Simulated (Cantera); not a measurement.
Input (Python, Cantera):

```python
import numpy as np
import cantera as ct

gas = ct.Solution("h2o2.yaml")
gas.TPX = 650, 460000, {'H2': 1, 'O2': 0.417, 'N2': 1.21}
flame = ct.FreeFlame(gas, width=0.014)
flame.set_refine_criteria(ratio=3, slope=0.08, curve=0.16)
flame.transport_model = "mixture-averaged"
flame.solve(loglevel=0, auto=True)
flame.transport_model = "multicomponent"
flame.soret_enabled = True
flame.solve(loglevel=0, refine_grid=True)
z, T = flame.grid, flame.T
thick = (T[-1] - T[0]) / np.gradient(T, z).max()
show = ['H2', 'O2', 'H', 'H2O2', 'H2O', 'OH']
print(f"laminar burning velocity  {flame.velocity[0] * 100:.3f} cm/s")
print(f"burnt temperature         {T[-1]:.1f} K")
print(f"thermal thickness         {thick * 1e3:.4f} mm")
print(f"grid points               {len(z)}")
z0 = z[flame.heat_release_rate.argmax()]
print(f"{'z/mm':>9s}{'T/K':>9s}{'u/(m/s)':>9s}" + "".join(f"{s:>11s}" for s in show))
rows = []
for k in (-3, -2, -1.5, -1, -0.5, -0.25, 0, 0.25, 0.5, 1, 2, 4, 8):
    zz = z0 + k * thick
    rows.append([k * thick, np.interp(zz, z, T), np.interp(zz, z, flame.velocity),
                 *(np.interp(zz, z, flame.X[gas.species_index(s)]) for s in show)])
    print(f"{rows[-1][0] * 1e3:9.3f}{rows[-1][1]:9.1f}{rows[-1][2]:9.3f}" + "".join(f"{x:11.3e}" for x in rows[-1][3:]))
```

It prints:

```
laminar burning velocity  1137.209 cm/s
burnt temperature         2790.9 K
thermal thickness         0.0615 mm
grid points               130
     z/mm      T/K  u/(m/s)         H2         O2          H       H2O2        H2O         OH
   -0.184    650.0   11.372  3.807e-01  1.587e-01  4.545e-16  3.083e-15  5.148e-12  2.193e-16
   -0.123    650.0   11.372  3.807e-01  1.587e-01  2.312e-13  1.055e-12  5.477e-10  8.665e-14
   -0.092    650.0   11.372  3.806e-01  1.587e-01  2.438e-11  3.415e-11  1.288e-08  3.765e-12
   -0.061    650.1   11.367  3.802e-01  1.589e-01  1.677e-08  4.202e-09  9.839e-07  6.468e-10
   -0.031    674.6   11.555  3.652e-01  1.618e-01  1.215e-04  6.875e-06  9.751e-04  5.481e-05
   -0.015    945.8   15.557  3.176e-01  1.567e-01  5.802e-03  5.128e-05  2.637e-02  1.440e-03
    0.000   1460.7   23.317  2.133e-01  1.090e-01  3.535e-02  1.452e-05  1.267e-01  5.903e-03
    0.015   1822.6   28.793  1.226e-01  4.788e-02  6.002e-02  4.067e-06  2.345e-01  1.469e-02
    0.031   2005.7   31.483  9.435e-02  2.437e-02  6.117e-02  2.548e-06  2.750e-01  2.030e-02
    0.061   2194.6   34.102  8.761e-02  1.488e-02  5.032e-02  1.571e-06  2.951e-01  2.356e-02
    0.123   2382.0   36.556  8.631e-02  1.071e-02  3.663e-02  1.072e-06  3.106e-01  2.367e-02
    0.246   2548.0   38.627  8.345e-02  7.225e-03  2.515e-02  8.137e-07  3.268e-01  2.152e-02
    0.492   2675.2   40.154  7.992e-02  4.528e-03  1.705e-02  6.429e-07  3.410e-01  1.814e-02
```

Computed with Cantera and the H2/O2 subset of GRI-Mech 3.0, which has no nitrogen chemistry. The hydrogen kinetics of GRI-Mech 3.0 are dated; newer H2 mechanisms differ, most at raised pressure. Burning velocities carry a grid error of a few per cent, more on coarse grids.
